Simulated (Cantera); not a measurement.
Input: 1 mol AlN, 84 mol H2, equilibrated at 1.00 bar.

Method: chemical equilibrium by Gibbs-energy minimisation in Cantera with the NASA 1993 tables (ideal gas, pure condensed phases). Candidate condensed phases: Al, AlN; 13 gas species. Equilibrium is a limit: real reactors are often held back by kinetics, nucleation or transport. All values below are at 1502 °C.

Base state: H2 1.000, H 0.000289, Al 3.33e-5, N2 2.47e-5, AlH 1.62e-5 (mole fractions); condensed: AlN(s).

Q: What changes in the equilibrium state with this change: pressure from 1.00 bar to 85.0 Pa?

A: 
```
species        before     after
-----------  --------  --------
H2              1.000     0.973
Al            3.33e-5    0.0115
H            0.000289   0.00979
N2            2.47e-5   0.00582
AlH           1.62e-5  0.000161
AlN(s), mol     0.996         0
```
